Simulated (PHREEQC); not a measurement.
Make-up at 25 °C: 0.019 mol/kgw ZnCl2, 0.0014 mol/kgw Na2SO4 and 0.15 mol/kgw H2SO4. Closed to the air; pH follows from the charge balance.

The numbers come from PHREEQC with the ion-association model, phreeqc.dat.

No solid was allowed to form.

**Question.** Order these Zn species by the share of Zn that they hold, largest first: Zn+2, Zn(SO4)2-2, ZnSO4, ZnCl+.

**Answer.** Zn+2 (67 %), ZnSO4 (26 %), Zn(SO4)2-2 (4.9 %), ZnCl+ (1.9 %)

**Question.** Order these S species by the share of S that they hold, largest first: Zn(SO4)2-2, SO4-2, ZnSO4, HSO4-.

**Answer.** HSO4- (80 %), SO4-2 (16 %), ZnSO4 (3.3 %), Zn(SO4)2-2 (1.2 %)

The pH is 0.85 and the ionic strength 0.245 mol/kgw. Species that the database lacks are ignored.
